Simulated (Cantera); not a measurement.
## MgO + CO + C + O2 (carbothermic reduction)

Feed: 1 mol MgO, 1.3 mol CO, 1.4 mol C, 0.0021 mol O2, equilibrated at 75.0 Torr.

Cantera equilibrium calculation (NASA polynomials, part measured and part estimated; ideal gas, pure solids and liquids). Candidate condensed phases: C, Mg, MgCO3, MgO; 15 gas species. Kinetics and transport are ignored.

| T (K) | x CO | x Mg | x CO2 | x Mg2 | x C3 | n C(graphite) | n MgO(s) |
|---|---|---|---|---|---|---|---|
| 1300 | 0.999 | 2.74e-8 | 0.000517 | <1e-12 | <1e-12 | 1.40 | 1.00 |
| 1400 | 1.000 | 1.68e-6 | 0.000172 | <1e-12 | <1e-12 | 1.40 | 1.000 |
| 1500 | 1.000 | 5.85e-5 | 6.64e-5 | <1e-12 | <1e-12 | 1.40 | 1.000 |
| 1600 | 0.999 | 0.00130 | 2.90e-5 | 3.73e-11 | <1e-12 | 1.39 | 0.998 |
| 1700 | 0.980 | 0.0201 | 1.36e-5 | 7.73e-9 | <1e-12 | 1.37 | 0.973 |
| 1800 | 0.697 | 0.303 | 3.63e-6 | 1.52e-6 | 1.15e-12 | 0.396 | 0 |
| 1900 | 0.697 | 0.303 | 2.06e-6 | 1.32e-6 | 2.07e-11 | 0.396 | 0 |
| 2000 | 0.697 | 0.303 | 1.24e-6 | 1.16e-6 | 2.77e-10 | 0.396 | 0 |
| 2100 | 0.697 | 0.303 | 7.90e-7 | 1.03e-6 | 2.89e-9 | 0.396 | 0 |
| 2200 | 0.697 | 0.303 | 5.25e-7 | 9.15e-7 | 2.42e-8 | 0.396 | 0 |
| 2300 | 0.697 | 0.303 | 3.63e-7 | 8.18e-7 | 1.67e-7 | 0.396 | 0 |
x: gas mole fraction; n: condensed amount in mol.

From 1300 K to 1700 K the condensed part is C(graphite) + MgO(s). From 1800 K to 2300 K the condensed part is C(graphite). The main Mg-bearing gas is Mg throughout.
